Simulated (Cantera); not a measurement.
Source: NASA polynomial tables (part measured, part estimated), evaluated in Cantera. Values are per mole of reaction as written; species without (g) are pure solids or liquids, kept so even where they would boil at 1 bar.

Between 300 and 2600 K, where is each reaction favourable under standard conditions?
- 4 H(g) + SiBr4(g) → 4 HBr(g) + Si


- 4 H(g) + SiBr4(g) → 4 HBr(g) + Si: ΔG° is -595 kJ at 300 K and -437 kJ at 2600 K; it stays negative (K > 1). ΔH° is -616 kJ and ΔS° -69 J/K at 2600 K.
